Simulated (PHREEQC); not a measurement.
HF is added in steps, without added water, to 1 kg of water holding 1.2 mmol/kgw KOH, 0.32 mmol/kgw KCl and 18 mmol/kgw NaCl, at 4 °C. O2 is buffered at 0.21 atm. The system is closed to CO2. Nothing may precipitate in this run.

Base run: PHREEQC, ion-association model, wateq4f.dat. Each further column changes one thing. The table gives HF (mol/kgw).

| HF added (mol) | base | all activity coefficients set to 1 | Debye-Hückel limiting law | database phreeqc.dat | metal-ligand complexes left out |
|---|---|---|---|---|---|
| 0 | 0 | 0 | 0 | 0 | 0 |
| 0.0003917 | 8.43e-13 | 8.45e-13 | 8.47e-13 | 8.49e-13 | 8.50e-13 |
| 0.0007833 | 3.27e-12 | 3.28e-12 | 3.29e-12 | 3.29e-12 | 3.30e-12 |
| 0.001371 | 8.66e-5 | 9.69e-5 | 8.40e-5 | 8.66e-5 | 8.69e-5 |
| 0.001762 | 0.000302 | 0.000334 | 0.000294 | 0.000303 | 0.000303 |
| 0.002154 | 0.000535 | 0.000585 | 0.000522 | 0.000537 | 0.000536 |
| 0.002546 | 0.000780 | 0.000847 | 0.000762 | 0.000784 | 0.000782 |
| 0.002938 | 0.00103 | 0.00112 | 0.00101 | 0.00104 | 0.00104 |
| 0.003329 | 0.00130 | 0.00139 | 0.00127 | 0.00131 | 0.00130 |
| 0.003917 | 0.00170 | 0.00181 | 0.00167 | 0.00172 | 0.00170 |
| 0.004308 | 0.00197 | 0.00210 | 0.00193 | 0.00200 | 0.00197 |
| 0.0047 | 0.00224 | 0.00239 | 0.00221 | 0.00228 | 0.00225 |

At this temperature some constants are extrapolated from 25 °C, and those without enthalpy data are left unchanged. phreeqc.dat and wateq4f.dat share most of their constants, so their agreement is no independent check.
